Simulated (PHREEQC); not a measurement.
2.1 g of hydrous ferric oxide (600 m²/g; 0.2 weak and 0.005 strong sites per Fe, Dzombak-Morel constants, diffuse double layer) in 1 kg of water with 0.1 mol/kgw of an inert sodium salt and 0.0071 mmol/kgw NaH2PO4, at 25 °C; the pH is set by adding NaOH or the inert anion's acid. Oxygen is held at 0.21 atm. The system is closed to CO2. Nothing may precipitate in this run.

The series has 13 steps of pH, from 4 to 10.

Model: ion-association model, wateq4f.dat, run in PHREEQC.

Task: Near which pH is half of the P sorbed, and on which side is more sorbed?

Result: Near pH 9.7, with more sorbed at lower pH.

H3PO4, which wateq4f.dat lacks, is added to it with the constant of phreeqc.dat.
